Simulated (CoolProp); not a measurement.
Properties of ethanol along the isotherm 521.4 K (Tc = 514.7 K, pc = 6268 kPa, ω = 0.644).

Values from CoolProp's reference Helmholtz-energy equation of state, Schroeder 2014.

```
p (kPa)          phase  Joule-Thomson coefficient (K/MPa)  expansivity (1/kK)  conductivity (mW/(m K))
-------  -------------  ---------------------------------  ------------------  -----------------------
723                gas                              9.576               2.248                      ___
1450               gas                              9.709               2.659                     43.6
2170               gas                              9.873               3.177                      ___
2890               gas                              10.08                 ___                      ___
3620               gas                              10.35               4.843                     50.5
4340               gas                              10.71               6.325                      ___
5060               gas                              11.17               8.934                     59.3
5790               gas                                ___               15.08                     68.7
6510     supercritical                              11.83               44.98                     96.9
7230     supercritical                              5.854               79.87                      144
7960     supercritical                              3.219               25.65                      ___
8680     supercritical                              2.276               16.04                      132
9400     supercritical                              1.762               11.89                      132
```

Task: Fill in the missing entries.

Result: 
- 723, conductivity (mW/(m K)): 42.0
- 2170, conductivity (mW/(m K)): 45.4
- 2890, expansivity (1/kK): 3.863
- 2890, conductivity (mW/(m K)): 47.7
- 4340, conductivity (mW/(m K)): 54.1
- 5790, Joule-Thomson coefficient (K/MPa): 11.75
- 7960, conductivity (mW/(m K)): 133

Thermal conductivity comes from a separate model (Assael 2013).
